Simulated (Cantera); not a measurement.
An adiabatic, constant-pressure homogeneous reactor starts with H2 : O2 : N2 = 1 : 1.52 : 5.76 (molar parts), equivalence ratio 0.33, at 1173 K and 2780 Torr. Integrator tolerance rtol = 1e-08.

Model: GRI-Mech 3.0 (53 species, 325 reactions), integrated in Cantera. The hydrogen kinetics of GRI-Mech 3.0 are dated; newer H2 mechanisms differ, most at raised pressure.

**Question.** What does this change do: 0.24 parts CO2 added?

**Answer.** 
| quantity | before | after |
|---|---|---|
| time of steepest temperature rise | 26.0 µs | 27.7 µs |
| temperature at 3.00 s | 2017 K | 1982 K |
| equilibrium temperature | 2016 K | 1980 K |
| x(H2) at 3.00 s | 6.11e-5 (gas-phase equilibrium 6.09e-5) | 4.64e-5 (gas-phase equilibrium 4.57e-5) |
| x(O2) at 3.00 s | 0.128 (gas-phase equilibrium 0.128) | 0.125 (gas-phase equilibrium 0.124) |
| x(N2O) at 3.00 s | 6.33e-7 (gas-phase equilibrium 6.33e-7) | 5.51e-7 (gas-phase equilibrium 5.50e-7) |
| x(NO) at 3.00 s | 0.00576 (gas-phase equilibrium 0.00606) | 0.00441 (gas-phase equilibrium 0.00533) |
| x(NO2) at 3.00 s | 1.45e-5 (gas-phase equilibrium 1.52e-5) | 1.16e-5 (gas-phase equilibrium 1.40e-5) |
| x(H2O) at 3.00 s | 0.128 (gas-phase equilibrium 0.128) | 0.124 (gas-phase equilibrium 0.124) |
| x(H2O2) at 3.00 s | 1.72e-7 (gas-phase equilibrium 1.72e-7) | 1.47e-7 (gas-phase equilibrium 1.46e-7) |

**Question.** What does this change do: constant volume in place of constant pressure?

**Answer.** 
| quantity | before | after |
|---|---|---|
| time of steepest temperature rise | 26.0 µs | 25.3 µs |
| temperature at 3.00 s | 2017 K | 2206 K |
| equilibrium temperature | 2016 K | 2206 K |
| x(H2) at 3.00 s | 6.11e-5 (gas-phase equilibrium 6.09e-5) | 0.000166 (gas-phase equilibrium 0.000166) |
| x(O2) at 3.00 s | 0.128 (gas-phase equilibrium 0.128) | 0.125 (gas-phase equilibrium 0.125) |
| x(N2O) at 3.00 s | 6.33e-7 (gas-phase equilibrium 6.33e-7) | 1.32e-6 (gas-phase equilibrium 1.32e-6) |
| x(NO) at 3.00 s | 0.00576 (gas-phase equilibrium 0.00606) | 0.00958 (gas-phase equilibrium 0.00958) |
| x(NO2) at 3.00 s | 1.45e-5 (gas-phase equilibrium 1.52e-5) | 2.39e-5 (gas-phase equilibrium 2.39e-5) |
| x(H2O) at 3.00 s | 0.128 (gas-phase equilibrium 0.128) | 0.127 (gas-phase equilibrium 0.127) |
| x(H2O2) at 3.00 s | 1.72e-7 (gas-phase equilibrium 1.72e-7) | 3.96e-7 (gas-phase equilibrium 3.96e-7) |
